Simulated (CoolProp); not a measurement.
Saturation properties of isobutene.

Computed with CoolProp (reference Helmholtz-energy equation of state, Lemmon 2005). It is a short technical equation, of lower accuracy than the large ones.

| T (°C) | p (MPa) | liquid density (kg/m³) | vapour density (kg/m³) | liquid cp (kJ/(kg K)) |
|---|---|---|---|---|
| 49.15 | 0.5973 | ? | 14.54 | ? |
| 54.75 | 0.6875 | 548.7 | 16.73 | 2.567 |
| 60.25 | 0.7856 | 540.7 | 19.13 | 2.609 |
| 65.75 | ? | ? | 21.82 | 2.656 |
| 71.35 | 1.015 | 523.6 | ? | 2.707 |
| 76.85 | 1.145 | 514.7 | 28.25 | 2.762 |
| 82.45 | 1.289 | 505.1 | ? | 2.825 |
| 87.95 | 1.444 | 495.3 | 36.38 | 2.896 |
| 93.45 | 1.612 | 485.0 | 41.19 | 2.976 |
| 99.05 | 1.798 | 473.9 | 46.77 | 3.072 |
| 104.55 | 1.995 | ? | 53.04 | 3.187 |

Fill in the missing entries.


- 49.15, liquid density (kg/m³): 556.6
- 49.15, liquid cp (kJ/(kg K)): 2.526
- 65.75, p (MPa): 0.8937
- 65.75, liquid density (kg/m³): 532.4
- 71.35, vapour density (kg/m³): 24.88
- 82.45, vapour density (kg/m³): 32.11
- 104.55, liquid density (kg/m³): 462.1

It boils at -7.0 °C under 1 atm.
